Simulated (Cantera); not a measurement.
Feed: 1 mol B, 12 mol NH3, 4.9 mol H2O, equilibrated at 1825 K and 1330 Pa.

Method: chemical equilibrium by Gibbs-energy minimisation in Cantera with the NASA 1993 tables (ideal gas, pure condensed phases). Candidate condensed phases: B, BN, B2O3, B3O3H3, H2O; 39 gas species. Equilibrium is a limit: real reactors are often held back by kinetics, nucleation or transport.

Base state: H2 0.660, N2 0.204, H2O 0.0999, HBO2 0.0317, H 0.00310, B2O3 0.000779, HBO 0.000599, BO 4.87e-5 (mole fractions); condensed: gas only.

Question: What changes in the equilibrium state with this change: temperature from 1825 K to 1775 K?

Answer: 
```
species    before     after
-------  --------  --------
H2          0.660     0.661
N2          0.204     0.204
H2O        0.0999    0.0998
H         0.00310   0.00204
HBO2       0.0317    0.0320
BO        4.87e-5   2.76e-5
OH        3.28e-5   1.92e-5
BO2       1.26e-5   7.47e-6
HBO      0.000599  0.000488
B2O3     0.000779  0.000720
```

Question: What changes in the equilibrium state with this change: temperature from 1825 K to 1323.15 K?

Answer: 
```csv
species,before,after
H2,0.660,0.671
N2,0.204,0.206
H2O,0.0999,0.111
HBO2,0.0317,0.0117
(HBO2)3,<1e-9,3.27e-5
BO,4.87e-5,6.44e-9
BO2,1.26e-5,3.57e-9
"B2O3(l), mol",0,0.328
```
Gases not in the tables: H3BO3.
